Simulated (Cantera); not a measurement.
An isothermal plug-flow reactor at 1000 K and 100000 Pa (inlet), inlet velocity 0.38 m/s, active area per volume 460 1/m; feed H2 : O2 : N2 : H2O = 0.0029 : 0.11 : 0.79 : 0.051 (molar parts).

Cantera simulation using Deutschmann's 1995 Pt surface mechanism with GRI-Mech 3.0 gas chemistry; the numbers are that mechanism's predictions, not measurements. Catalytic surfaces can have several steady states; this one follows from the mechanism file's or the stated starting coverage. Mass transfer to the wall is taken as infinitely fast.

x: gas mole fraction; θ: surface coverage.

```json
[
 {"z (m)": "0.0002", "x H2": "…", "x O2": "0.114", "x H2O": "0.0561", "θ free Pt": "0.192", "θ O*": "0.804", "θ OH*": "0.00420"},
 {"z (m)": "0.00042", "x H2": "…", "x O2": "0.114", "x H2O": "0.0565", "θ free Pt": "0.190", "θ O*": "0.806", "θ OH*": "0.00419"},
 {"z (m)": "0.00091", "x H2": "…", "x O2": "0.114", "x H2O": "0.0566", "θ free Pt": "0.189", "θ O*": "0.807", "θ OH*": "0.00419"},
 {"z (m)": "0.002", "x H2": "4.23e-10", "x O2": "0.114", "x H2O": "0.0566", "θ free Pt": "0.189", "θ O*": "0.807", "θ OH*": "0.00419"},
 {"z (m)": "0.0042", "x H2": "3.53e-10", "x O2": "0.114", "x H2O": "0.0566", "θ free Pt": "0.189", "θ O*": "0.807", "θ OH*": "0.00419"},
 {"z (m)": "0.0091", "x H2": "3.52e-10", "x O2": "0.114", "x H2O": "0.0566", "θ free Pt": "0.189", "θ O*": "0.807", "θ OH*": "0.00419"},
 {"z (m)": "0.02", "x H2": "3.51e-10", "x O2": "0.114", "x H2O": "0.0566", "θ free Pt": "0.189", "θ O*": "0.807", "θ OH*": "0.00419"}
]
```

Q: Complete the blanks.

A: 
- 0.0002, x H2: 0.000496
- 0.00042, x H2: 7.15e-5
- 0.00091, x H2: 9.76e-7
